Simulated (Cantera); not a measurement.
An isothermal, constant-pressure homogeneous reactor starts with C2H6 : N2 = 1.7 : 120 (molar parts), at 1750 K and 1.00 bar.

Detailed kinetics in Cantera: GRI-Mech 3.0 (53 species, 325 reactions). GRI-Mech 3.0 stops at C3 and has no aromatics, soot or wall deposition, so with more carbon than oxygen in the feed, carbon stays in small species such as C2H2 where larger ones or solid carbon would form.

One state of this run: x C2H6 = 3.37e-8; x CH4 = 0.000384; x H2 = 0.0266; x CH2 = 1.67e-8; x C2H4 = 1.22e-5; x HCN = 1.41e-5; x CH3 = 1.10e-5. x: mole fraction; the columns are a selection and need not sum to one.

Which value of t (s) does it belong to?
A) 0.233
B) 0.0126
C) 2.00e-6
D) 1.00

A, 0.233
